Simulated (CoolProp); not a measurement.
Vapour-liquid equilibrium of n-pentane (1) + acetone (2) at 302.2 K; x and y are mole fractions of (1).

Values from CoolProp's multi-fluid Helmholtz-energy mixture model, Thol 2019 and Lemmon 2006; pair parameters Bell 2016.

| x | bubble pressure (MPa) | y at the bubble point | dew pressure at overall composition x (MPa) | liquid density (mol/L) |
|---|---|---|---|---|
| 0.05 | 0.05163 | 0.320 | 0.03827 | 13.05 |
| 0.125 | ___ | ___ | 0.04127 | 12.52 |
| 0.2 | ___ | 0.581 | 0.04475 | ___ |
| 0.275 | 0.08139 | 0.624 | 0.04884 | 11.56 |
| 0.35 | 0.08460 | 0.650 | ___ | 11.13 |
| 0.425 | 0.08653 | 0.668 | 0.05956 | 10.73 |
| 0.5 | 0.08777 | 0.682 | 0.06665 | 10.37 |
| 0.575 | ___ | 0.696 | 0.07517 | 10.03 |
| 0.65 | 0.08925 | 0.711 | ___ | 9.713 |
| 0.725 | 0.08957 | ___ | 0.08952 | 9.425 |
| 0.8 | 0.08929 | 0.764 | 0.08834 | 9.160 |
| 0.875 | 0.08783 | 0.815 | 0.08531 | 8.916 |
| 0.95 | 0.08404 | 0.902 | 0.08172 | 8.692 |

Task: Fill in the missing entries.

Result: 
- 0.125, bubble pressure (MPa): 0.06682
- 0.125, y at the bubble point: 0.502
- 0.2, bubble pressure (MPa): 0.07596
- 0.2, liquid density (mol/L): 12.02
- 0.35, dew pressure at overall composition x (MPa): 0.05371
- 0.575, bubble pressure (MPa): 0.08864
- 0.65, dew pressure at overall composition x (MPa): 0.08454
- 0.725, y at the bubble point: 0.732

y crosses x between x = 0.725 and 0.8: the model has an azeotrope there.

The pair parameters rest on a limited set of measurements; away from them the model extrapolates. With so large a gap from Raoult's law the liquid may split in two, which this calculation doesn't test in full.
